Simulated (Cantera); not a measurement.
Stirred combustor or abatement burner

A perfectly stirred reactor is fed with 2.79 % C2H6, 20.4 % O2, 76.5 % N2, 0.307 % CO2, equivalence ratio 0.48, at 3000 Torr; it is adiabatic with a 723 K inlet, and is followed from long to short residence time, starting on the burning branch (τ in s: 0.02, 0.0081, 0.0032, 0.0013, 0.00051, 0.0002, 8e-05, 3.2e-05, 1.3e-05).

Model: GRI-Mech 3.0 (53 species, 325 reactions), integrated in Cantera.

```
τ (s)    T (K)    x C2H6   x O2   x H2O     x NO       x O
-------  -----  --------  -----  ------  -------  --------
0.020     1802   2.05e-6  0.104  0.0821  1.56e-5  0.000105
0.0081    1797   3.88e-6  0.104  0.0819  1.39e-5  0.000179
0.0032    1790   7.35e-6  0.105  0.0816  1.19e-5  0.000308
0.0013    1777   1.37e-5  0.105  0.0812  9.22e-6  0.000509
0.00051   1754   2.72e-5  0.106  0.0805  6.29e-6  0.000805
0.00020   1711   6.01e-5  0.108  0.0795  3.68e-6   0.00111
8.0e-5    1603  0.000230  0.116  0.0770  9.29e-7  0.000821
3.2e-5     723    0.0279  0.204  <1e-12   <1e-12    <1e-12
1.3e-5     723    0.0279  0.204  <1e-12   <1e-12    <1e-12
```
x: mole fraction; the columns are a selection and need not sum to one.
